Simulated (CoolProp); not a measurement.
Vapour-liquid equilibrium of dimethyl ether (1) + isobutane (2) at 17.7 kPa; x and y are mole fractions of (1).

Computed with CoolProp (multi-fluid Helmholtz-energy mixture model, Wu 2011 and Bücker 2006; pair parameters Bell 2016).

```json
[
 {"x": "0.05", "bubble temperature, mixture model (°C)": "-51.1", "bubble temperature, Raoult's law (°C)": "-49.7", "y, mixture model": "0.152", "y, Raoult's law": "0.084"},
 {"x": "0.15", "bubble temperature, mixture model (°C)": "-54.0", "bubble temperature, Raoult's law (°C)": "-50.9", "y, mixture model": "0.346", "y, Raoult's law": "0.235"},
 {"x": "0.25", "bubble temperature, mixture model (°C)": "-55.8", "bubble temperature, Raoult's law (°C)": "-52.1", "y, mixture model": "0.466", "y, Raoult's law": "0.367"},
 {"x": "0.35", "bubble temperature, mixture model (°C)": "-57.0", "bubble temperature, Raoult's law (°C)": "-53.1", "y, mixture model": "0.549", "y, Raoult's law": "0.484"},
 {"x": "0.45", "bubble temperature, mixture model (°C)": "-57.8", "bubble temperature, Raoult's law (°C)": "-54.1", "y, mixture model": "0.612", "y, Raoult's law": "0.588"},
 {"x": "0.55", "bubble temperature, mixture model (°C)": "-58.4", "bubble temperature, Raoult's law (°C)": "-55.0", "y, mixture model": "0.667", "y, Raoult's law": "0.681"},
 {"x": "0.65", "bubble temperature, mixture model (°C)": "-58.8", "bubble temperature, Raoult's law (°C)": "-55.9", "y, mixture model": "0.720", "y, Raoult's law": "0.764"},
 {"x": "0.75", "bubble temperature, mixture model (°C)": "-59.0", "bubble temperature, Raoult's law (°C)": "-56.7", "y, mixture model": "0.776", "y, Raoult's law": "0.840"},
 {"x": "0.85", "bubble temperature, mixture model (°C)": "-59.0", "bubble temperature, Raoult's law (°C)": "-57.5", "y, mixture model": "0.845", "y, Raoult's law": "0.908"},
 {"x": "0.95", "bubble temperature, mixture model (°C)": "-58.8", "bubble temperature, Raoult's law (°C)": "-58.2", "y, mixture model": "0.938", "y, Raoult's law": "0.971"}
]
```

The largest gap from Raoult's law is -3.9 K in bubble temperature, at x = 0.35. y crosses x between x = 0.75 and 0.85: the model has an azeotrope there.

The pair parameters rest on a limited set of measurements; away from them the model extrapolates.
